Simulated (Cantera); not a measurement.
**Equilibrium for silicon oxide and oxynitride deposition: SiH₄ + O₃**

A closed system holds: 1 mol SiH₄, a varied amount of O₃, held at 525 K and 0.00133 bar.

Method: chemical equilibrium by Gibbs-energy minimisation in Cantera with the NASA 1993 tables (ideal gas, pure condensed phases). Candidate condensed phases: H₂O, Si, SiO₂; 18 gas species. Rates play no part.

| n(O₃) (mol) | x H₂ | x O₂ | x H₂O | n Si(s) | n SiO₂(α-quartz) |
|---|---|---|---|---|---|
| 0.089 | 1.00 | <1e-12 | <1e-12 | 0.867 | 0.134 |
| 0.16 | 1.00 | <1e-12 | <1e-12 | 0.760 | 0.240 |
| 0.28 | 1.00 | <1e-12 | <1e-12 | 0.580 | 0.420 |
| 0.51 | 1.00 | <1e-12 | <1e-12 | 0.235 | 0.765 |
| 0.91 | 0.635 | <1e-12 | 0.365 | 0 | 1.00 |
| 1.6 | <1e-12 | 0.167 | 0.833 | 0 | 1.00 |
| 2.9 | <1e-12 | 0.540 | 0.460 | 0 | 1.00 |
| 5.2 | <1e-12 | 0.744 | 0.256 | 0 | 1.00 |
| 9.2 | <1e-12 | 0.855 | 0.145 | 0 | 1.00 |
x: gas mole fraction; n: condensed amount in mol.

From 0.089 mol O₃ to 0.51 mol O₃ the condensed part is Si(s) + SiO₂(α-quartz). From 0.91 mol O₃ to 9.2 mol O₃ the condensed part is SiO₂(α-quartz).
